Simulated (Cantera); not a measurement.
Charge: 1 mol Si2Cl6, 14 mol NH3, 13 mol H2, equilibrated at 1600 °C and 2.00 mbar.

Cantera equilibrium calculation (NASA polynomials, part measured and part estimated; ideal gas, pure solids and liquids). Candidate condensed phases: NH4Cl, Si, Si3N4; 28 gas species. The feed counts by its element totals alone. The tables' values for SiCl, SiCl3, SiN are old estimates; treat these amounts as uncertain. Gases not in the tables: Si2H6 and higher silanes. Kinetics and transport are ignored.

Base state: H2 0.717, N2 0.157, HCl 0.0811, SiCl2 0.0257, H 0.0122, Si 0.00442, SiCl 0.00108, Cl 0.00105 (mole fractions); condensed: Si(l).

Question: What changes in the equilibrium state with this change: temperature from 1600 °C to 1050 °C?

Answer: 
```csv
species,before,after
H2,0.717,0.728
HCl,0.0811,0.137
N2,0.157,0.134
SiCl2,0.0257,0.00159
H,0.0122,3.03e-5
Si,0.00442,1.00e-9
SiH,0.000156,<1e-9
Si2N,4.19e-5,<1e-9
"Si(l), mol",0.592,0
"Si3N4(s), mol",0,0.642
```
The tables' values for SiCl3 are old estimates; treat these amounts as uncertain.

Question: What changes in the equilibrium state with this change: Si2Cl6 replaced by SiH2Cl2?

Answer: 
```tsv
species	before	after
H2	0.717	0.780
N2	0.157	0.161
HCl	0.0811	0.0358
SiCl2	0.0257	0.00461
H	0.0122	0.0128
SiCl3	4.08e-5	3.10e-6
Cl	0.00105	0.000444
Si(l), mol	0.592	0.570
```
The tables' values for SiCl, SiN are old estimates; treat these amounts as uncertain.
